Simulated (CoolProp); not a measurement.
Vapour-liquid equilibrium of ethylene (1) + propylene (2) at 92.2 kPa; x and y are mole fractions of (1).

Model: multi-fluid Helmholtz-energy mixture model, Smukala 2000 and Lemmon 2013; pair parameters Bell 2016, in CoolProp.

```tsv
x	bubble temperature (K)	y at the bubble point	dew temperature at overall composition x (K)	liquid density (mol/L)
0.05	213.5	0.409	222.4	15.00
0.125	202.4	0.699	220.8	15.56
0.2	194.7	0.826	219.1	16.04
0.275	189.1	0.890	217.2	16.48
0.35	184.8	0.926	215.2	16.89
0.425	181.5	0.948	213.0	17.29
0.5	178.8	0.963	210.6	17.68
0.575	176.5	0.973	207.8	18.07
0.65	174.6	0.980	204.7	18.45
0.725	172.9	0.986	201.1	18.84
0.8	171.3	0.991	196.6	19.23
0.875	169.9	0.995	190.6	19.63
0.95	168.6	0.998	181.2	20.04
```

No azeotrope shows between x = 0.05 and 0.95.

The pair parameters rest on a limited set of measurements; away from them the model extrapolates.
